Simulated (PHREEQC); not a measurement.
0.33 g of hydrous ferric oxide (600 m²/g; 0.2 weak and 0.005 strong sites per Fe, Dzombak-Morel constants, diffuse double layer) in 1 kg of water with 0.3 mol/kgw of an inert sodium salt and 0.0006 mol ZnSO4 and 9.5e-06 mol ZnCl2, at 25 °C; the pH is set by adding NaOH or the inert anion's acid. Oxygen alone is held at its pressure in air (log pO2 = -0.68). CO2 from the air is kept out. Precipitation was switched off in this run.

Base run: PHREEQC, ion-association model, wateq4f.dat. Each further column changes one thing. The table gives S sorbed (%).

| pH | base | no electrostatic term (-no_edl) | background salt from 0.3 to 0.03 mol/kgw | oxide from 0.33 to 1.7 g/kgw | 0.00037 mol/kgw Na2SO4 added |
|---|---|---|---|---|---|
| 3 | 30.2 | 0.0 | 51.5 | 89.8 | 21.0 |
| 3.5 | 30.2 | 0.0 | 51.4 | 89.7 | 21.0 |
| 4 | 29.7 | 0.0 | 50.5 | 88.9 | 20.7 |
| 5 | 24.8 | 0.0 | 42.9 | 80.3 | 17.8 |
| 5.5 | 19.3 | 0.0 | 35.0 | 68.2 | 14.2 |
| 6 | 12.7 | 0.0 | 25.9 | 49.7 | 9.8 |
| 6.5 | 7.9 | 0.0 | 19.5 | 30.4 | 6.3 |
| 7.5 | 4.5 | 0.0 | 14.9 | 5.0 | 3.9 |
| 8 | 2.4 | 0.0 | 9.6 | 1.2 | 2.2 |
| 8.5 | 0.9 | 0.0 | 3.9 | 0.2 | 0.8 |
| 9 | 0.2 | 0.0 | 0.8 | 0.0 | 0.2 |
| 10 | 0.0 | 0.0 | 0.0 | 0.0 | 0.0 |
| 10.5 | 0.0 | 0.0 | 0.0 | 0.0 | 0.0 |
| 11 | 0.0 | 0.0 | 0.0 | 0.0 | 0.0 |

In at least one series the solution becomes supersaturated in solids that the run did not let form, among them Zn(OH)2-a, Zn4(OH)6SO4. The oxide is taken as insoluble; below pH 4 it would dissolve.
